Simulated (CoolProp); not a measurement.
A single-stage vapour-compression cycle with the fluid: evaporating at 260.15 K (dew point), condensing at 319.15 K (bubble point), superheat 10 K, subcooling 0 K, compressor efficiency 0.7, no pressure losses. The same conditions are run with several fluids, on thermodynamics alone (safety and materials aside).

Computed with CoolProp (reference Helmholtz-energy equation of state of each fluid (R21: Platzer 1990; R236EA: Rui 2013; sulfur dioxide: Gao 2016; propane: Lemmon 2009; R115: Lemmon 2016; n-pentane: Thol 2019)). The equations of Platzer and Polt are older, rougher fits.

```tsv
fluid	cooling COP	pressure ratio	discharge temperature (K)	refrigerating effect (kJ/kg)	volumetric capacity (kJ/m³)
R21	2.53	8.85	397.8	195	363
R236EA	2.25	9.37	333.1	109	326
sulfur dioxide	2.42	8.49	…	317	817
propane	2.20	5.02	…	252	1660
R115	1.84	5.28	330.1	57.8	1230
n-pentane	…	10.8	339.5	275	116
```

What belongs in the gaps?


- sulfur dioxide, discharge temperature (K): 471.5
- propane, discharge temperature (K): 351.0
- n-pentane, cooling COP: 2.44
